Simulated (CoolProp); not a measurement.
Vapour-liquid equilibrium of propylene (1) + n-hexane (2) at 322.6 K; x and y are mole fractions of (1).

The numbers come from the multi-fluid Helmholtz-energy mixture model, Lemmon 2013 and Thol 2019; pair parameters Bell 2016 in CoolProp.

Problem. Give the bubble pressure and the first vapour's composition at x = 0.05, 0.2, 0.5. Is there an azeotrope?

Solution. x = 0.05: 168.2 kPa, y = 0.685; x = 0.2: 437.1 kPa, y = 0.883; x = 0.5: 910.6 kPa, y = 0.953. No azeotrope shows between x = 0.05 and 0.95.

The pair parameters rest on a limited set of measurements; away from them the model extrapolates. The gap from Raoult's law changes sign with composition, which may be real or a fault of the pair parameters; it wasn't checked against measurements.
